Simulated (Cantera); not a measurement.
A Cantera script and its output.

```python
import numpy as np
import cantera as ct

gas = ct.Solution("gri30.yaml")
gas.TPX = 1250, 13332, {'H2': 1.1, 'O2': 1, 'N2': 1.8}
reactor = ct.IdealGasConstPressureReactor(gas, energy="off", clone=False)
net = ct.ReactorNet([reactor])
net.rtol, net.atol = 1e-08, 1e-18
show = ['H2', 'O2', 'NO2', 'N2O', 'NO', 'HO2', 'H2O2']
times = np.geomspace(1e-05, 5, 14)

steps = ct.SolutionArray(gas, extra=["t"])
rows = []
print(f"{'t/s':>10s}{'T/K':>9s}{'P/Pa':>11s}" + "".join(f"{s:>11s}" for s in show))
for t in times:
    while net.time < t:
        t_next = net.step()
        steps.append(gas.state, t=t_next)
    rows.append([np.interp(t, steps.t, y) for y in (steps.T, steps.P, *steps(*show).X.T)])
    print(f"{t:10.3e}{rows[-1][0]:9.1f}{rows[-1][1]:11.4g}" + "".join(f"{x:11.3e}" for x in rows[-1][2:]))
rate = np.gradient(steps.T, steps.t)
print("integrator steps:", len(steps.t))
if steps.T.max() > steps.T[0] + 200:
    print(f"time of steepest temperature rise: {steps.t[rate.argmax()]:.4e} s")
gas.TPX = 1250, 13332, {'H2': 1.1, 'O2': 1, 'N2': 1.8}
gas.equilibrate("TP")
print(f"equilibrium (TP): T = {gas.T:.1f} K  " + "  ".join(f"{s} {gas[s].X[0]:.3e}" for s in show))
```

Output:

```
       t/s      T/K       P/Pa         H2         O2        NO2        N2O         NO        HO2       H2O2
 1.000e-05   1250.0  1.333e+04  2.821e-01  2.564e-01  8.940e-27  3.075e-16  7.625e-20  1.659e-08  2.862e-11
 2.744e-05   1250.0  1.333e+04  2.821e-01  2.564e-01  1.528e-24  2.890e-15  1.939e-18  4.734e-08  2.173e-10
 7.529e-05   1250.0  1.333e+04  2.820e-01  2.564e-01  1.505e-20  2.553e-13  2.504e-15  4.430e-07  2.662e-09
 2.066e-04   1250.0  1.333e+04  4.410e-02  1.490e-01  4.030e-11  6.225e-09  1.238e-06  2.274e-05  1.853e-06
 5.669e-04   1250.0  1.333e+04  1.592e-02  1.364e-01  6.441e-10  1.856e-08  8.909e-06  2.663e-05  2.795e-06
 1.556e-03   1250.0  1.333e+04  2.500e-03  1.340e-01  4.538e-09  3.450e-08  1.011e-05  2.058e-05  2.292e-06
 4.269e-03   1250.0  1.333e+04  2.344e-04  1.341e-01  3.016e-08  4.573e-08  1.013e-05  5.825e-06  7.395e-07
 1.171e-02   1250.0  1.333e+04  2.981e-05  1.342e-01  5.856e-08  5.009e-08  1.011e-05  1.074e-06  2.104e-07
 3.214e-02   1250.0  1.333e+04  5.763e-06  1.343e-01  5.520e-08  5.205e-08  1.011e-05  2.470e-07  6.535e-08
 8.819e-02   1250.0  1.333e+04  1.493e-06  1.343e-01  3.830e-08  5.274e-08  1.013e-05  7.238e-08  2.201e-08
 2.420e-01   1250.0  1.333e+04  4.636e-07  1.343e-01  2.725e-08  5.174e-08  1.014e-05  2.834e-08  7.916e-09
 6.641e-01   1250.0  1.333e+04  1.719e-07  1.343e-01  2.782e-08  4.718e-08  1.014e-05  1.825e-08  3.182e-09
 1.822e+00   1250.0  1.333e+04  9.473e-08  1.343e-01  3.670e-08  3.568e-08  1.013e-05  1.770e-08  1.799e-09
 5.000e+00   1250.0  1.333e+04  8.532e-08  1.343e-01  3.950e-08  1.718e-08  1.013e-05  1.791e-08  1.621e-09
integrator steps: 1874
equilibrium (TP): T = 1250.0 K  H2 8.523e-08  O2 1.342e-01  NO2 7.311e-07  N2O 3.842e-09  NO 1.873e-04  HO2 1.790e-08  H2O2 1.618e-09
```

Model: GRI-Mech 3.0 (53 species, 325 reactions), integrated in Cantera. The temperature is held fixed by assumption; the heat of reaction is taken as removed at once.
